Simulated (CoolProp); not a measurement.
Vapour-liquid equilibrium of CH2F2 (R32) (1) + R236EA (2) at 976 kPa; x and y are mole fractions of (1).

Computed with CoolProp (multi-fluid Helmholtz-energy mixture model, Tillner-Roth 1997 and Rui 2013; pair parameters Bell 2016).

Problem. Give the bubble temperature and the first vapour's composition at x = 0.5, 0.65, 0.95. Is there an azeotrope?

Solution. x = 0.5: 30.6 °C, y = 0.840; x = 0.65: 21.3 °C, y = 0.915; x = 0.95: 7.6 °C, y = 0.993. No azeotrope shows between x = 0.05 and 0.95.

Pair parameters are fitted to limited data, so mixtures are less certain than the pure fluids.
